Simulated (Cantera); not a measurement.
A closed system holds: 1 mol SiF4, 2.1 mol O2, 1.3 mol N2, equilibrated at 10.0 Torr.

These are equilibrium values from Cantera (NASA tables, ideal gas, pure condensed phases), not measurements of a reactor. Candidate condensed phases: Si, SiO2, Si2N2O, Si3N4; 28 gas species. The numbers say what is thermodynamically allowed, not how fast it happens. All values below are at 925 K.

Base state: O2 0.477, N2 0.295, SiF4 0.227, NO 1.18e-5 (mole fractions); condensed: gas only.

Q: What changes in the equilibrium state with this change: 0.57 mol NH3 added?

A: 
```tsv
species	before	after
O2	0.477	0.310
N2	0.295	0.294
HF	0	0.213
SiF4	0.227	0.132
H2O	0	0.0520
NO	1.18e-5	9.51e-6
SiO2(β-quartz), mol	0	0.287
```
Further candidate phases: H2O.
